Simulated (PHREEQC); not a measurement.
# Buffer

Solution (25 °C): 0.12 mol NaHSO4 and 3.15e-05 mol Na2HPO4 per kg of water. Closed to the air; pH follows from the charge balance.

Computed with PHREEQC (ion-association model, wateq4f.dat).

| Item | Value |
|---|---|
| pH | 1.39 |
| ionic strength | 0.208 mol/kgw |
| total alkalinity | -120 meq/kg |

| species | molality | activity | log γ |
|---|---|---|---|
| Na+ | 0.113 | 0.0837 | -0.130 |
| HSO4- | 0.0689 | 0.0500 | -0.139 |
| H+ | 0.0510 | 0.0406 | -0.099 |
| SO4-2 | 0.0440 | 0.0127 | -0.540 |
| NaSO4- | 0.00715 | 0.00532 | -0.129 |
| H3PO4 | 2.55e-5 | 2.67e-5 | 0.021 |
| H2PO4- | 6.01e-6 | 4.47e-6 | -0.129 |

No solid was allowed to form. H3PO4, which wateq4f.dat lacks, is added to it with the constant of phreeqc.dat.
